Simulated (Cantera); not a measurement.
**Equilibrium for carbon deposition, reforming and gasification: n-butane + H₂O + N₂**

A closed system holds: 1 mol n-butane, 3.9 mol H₂O, 5.2 mol N₂, at 1000 Pa.

Equilibrium computed with Cantera from the NASA thermochemical tables; the gas is ideal and each condensed phase is pure. Candidate condensed phases: C, C₆H₆, C₇H₈, C₈H₁₈, H₂O; 136 gas species. Rates play no part.

From 725 K to 1725 K the condensed part is C(graphite). The main C-bearing gas is CO throughout. The share of C in condensed phases is highest at 725 K (45.5 %) and lowest at 1725 K (1.7 %).

| T (K) | x H₂ | x N₂ | x CO | x CO₂ | x H₂O | x CH₄ | x HCN | x H | n C(graphite) |
|---|---|---|---|---|---|---|---|---|---|
| 725 | 0.477 | 0.327 | 0.0647 | 0.0606 | 0.0593 | 0.0117 | 4.61e-9 | <1e-12 | 1.82 |
| 825 | 0.493 | 0.297 | 0.182 | 0.0149 | 0.0113 | 0.00220 | 6.60e-8 | 5.57e-11 | 0.520 |
| 925 | 0.493 | 0.290 | 0.213 | 0.00137 | 0.00156 | 0.000553 | 5.35e-7 | 1.83e-9 | 0.143 |
| 1025 | 0.494 | 0.289 | 0.216 | 0.000161 | 0.000283 | 0.000179 | 2.90e-6 | 3.06e-8 | 0.105 |
| 1125 | 0.494 | 0.289 | 0.217 | 2.74e-5 | 6.88e-5 | 7.05e-5 | 1.16e-5 | 3.12e-7 | 0.100 |
| 1225 | 0.494 | 0.289 | 0.217 | 6.28e-6 | 2.11e-5 | 3.21e-5 | 3.69e-5 | 2.19e-6 | 0.0992 |
| 1325 | 0.494 | 0.289 | 0.217 | 1.81e-6 | 7.71e-6 | 1.64e-5 | 9.86e-5 | 1.15e-5 | 0.0981 |
| 1425 | 0.494 | 0.289 | 0.217 | 6.27e-7 | 3.25e-6 | 9.20e-6 | 0.000229 | 4.80e-5 | 0.0957 |
| 1525 | 0.494 | 0.289 | 0.217 | 2.51e-7 | 1.54e-6 | 5.57e-6 | 0.000475 | 0.000166 | 0.0910 |
| 1625 | 0.494 | 0.288 | 0.217 | 1.13e-7 | 8.00e-7 | 3.58e-6 | 0.000899 | 0.000496 | 0.0827 |
| 1725 | 0.493 | 0.288 | 0.217 | 5.60e-8 | 4.49e-7 | 2.42e-6 | 0.00158 | 0.00130 | 0.0690 |
x: gas mole fraction; n: condensed amount in mol.
